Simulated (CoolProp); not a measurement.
Vapour-liquid equilibrium of dimethyl ether (1) + n-pentane (2) at 320.7 K; x and y are mole fractions of (1).

Model: multi-fluid Helmholtz-energy mixture model, Wu 2011 and Thol 2019; pair parameters Bell 2016, in CoolProp.

```
x     bubble pressure, mixture model (MPa)  bubble pressure, Raoult's law (MPa)  y, mixture model  y, Raoult's law
----  ------------------------------------  -----------------------------------  ----------------  ---------------
0.05                                0.1774                               0.1941             0.202            0.278
0.2                                 0.3172                               0.3335             0.619            0.646
0.35                                0.4973                               0.4729             0.798            0.797
0.5                                 0.6665                               0.6124             0.877            0.879
0.65                                0.8028                               0.7518             0.919            0.931
0.8                                 0.9167                               0.8913             0.950            0.967
0.95                                 1.033                                1.031             0.985            0.993
```

The largest gap from Raoult's law is +8.8 % in bubble pressure, at x = 0.5. No azeotrope shows between x = 0.05 and 0.95.

Pair parameters are fitted to limited data, so mixtures are less certain than the pure fluids. The gap from Raoult's law changes sign with composition, which may be real or a fault of the pair parameters; it wasn't checked against measurements.
